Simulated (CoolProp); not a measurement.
Saturation properties of ammonia (Tc = 405.6 K, pc = 11360 kPa, ω = 0.256).

The numbers come from the reference Helmholtz-energy equation of state, Gao 2020 in CoolProp.

```json
[
 {"T (K)": "295.7", "p (kPa)": "929.1", "vapour density (kg/m³)": "(withheld)", "liquid cp (kJ/(kg K))": "4.759", "vapour viscosity (µPa s)": "9.76", "liquid conductivity (mW/(m K))": "(withheld)"},
 {"T (K)": "309.3", "p (kPa)": "1395", "vapour density (kg/m³)": "10.79", "liquid cp (kJ/(kg K))": "4.889", "vapour viscosity (µPa s)": "10.2", "liquid conductivity (mW/(m K))": "455"},
 {"T (K)": "322.9", "p (kPa)": "2020", "vapour density (kg/m³)": "15.67", "liquid cp (kJ/(kg K))": "(withheld)", "vapour viscosity (µPa s)": "10.7", "liquid conductivity (mW/(m K))": "417"},
 {"T (K)": "336.5", "p (kPa)": "2835", "vapour density (kg/m³)": "22.32", "liquid cp (kJ/(kg K))": "5.312", "vapour viscosity (µPa s)": "11.2", "liquid conductivity (mW/(m K))": "381"},
 {"T (K)": "350.1", "p (kPa)": "3874", "vapour density (kg/m³)": "31.41", "liquid cp (kJ/(kg K))": "5.679", "vapour viscosity (µPa s)": "11.8", "liquid conductivity (mW/(m K))": "(withheld)"},
 {"T (K)": "363.7", "p (kPa)": "5175", "vapour density (kg/m³)": "44.10", "liquid cp (kJ/(kg K))": "6.281", "vapour viscosity (µPa s)": "12.6", "liquid conductivity (mW/(m K))": "310"},
 {"T (K)": "377.3", "p (kPa)": "6780", "vapour density (kg/m³)": "(withheld)", "liquid cp (kJ/(kg K))": "(withheld)", "vapour viscosity (µPa s)": "13.7", "liquid conductivity (mW/(m K))": "274"},
 {"T (K)": "390.9", "p (kPa)": "8744", "vapour density (kg/m³)": "92.69", "liquid cp (kJ/(kg K))": "10.80", "vapour viscosity (µPa s)": "15.7", "liquid conductivity (mW/(m K))": "(withheld)"}
]
```

Question: Complete the blanks.

Answer: 
- 295.7, vapour density (kg/m³): 7.244
- 295.7, liquid conductivity (mW/(m K)): 493
- 322.9, liquid cp (kJ/(kg K)): 5.065
- 350.1, liquid conductivity (mW/(m K)): 345
- 377.3, vapour density (kg/m³): 62.59
- 377.3, liquid cp (kJ/(kg K)): 7.456
- 390.9, liquid conductivity (mW/(m K)): 237

It boils at 239.8 K under 1 atm.

Viscosity comes from a separate model (Fenghour 1995). Thermal conductivity comes from a separate model (Tufeu 1984).
